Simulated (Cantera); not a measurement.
An isothermal, constant-pressure homogeneous reactor starts with 0.422 % H2, 30.2 % O2, 69.4 % N2, equivalence ratio 0.0070, at 1450 K and 13.5 Torr.

Model: the H2/O2 subset of GRI-Mech 3.0, which has no nitrogen chemistry, integrated in Cantera. Radical loss at walls, strong at low pressure, is not modelled.

### Question
Predict: x(H2) at 1.00 s; x(O2) at 1.00 s; x(H2O) at 1.00 s; x(H) at 1.00 s; x(O) at 1.00 s.

### Answer
* **x(H2) at 1.00 s**: 7.49e-6 (gas-phase equilibrium 5.47e-8)
* **x(O2) at 1.00 s**: 0.299 (gas-phase equilibrium 0.300)
* **x(H2O) at 1.00 s**: 0.00403 (gas-phase equilibrium 0.00422)
* **x(H) at 1.00 s**: 2.76e-5 (gas-phase equilibrium 1.66e-8)
* **x(O) at 1.00 s**: 0.00117 (gas-phase equilibrium 8.25e-6)
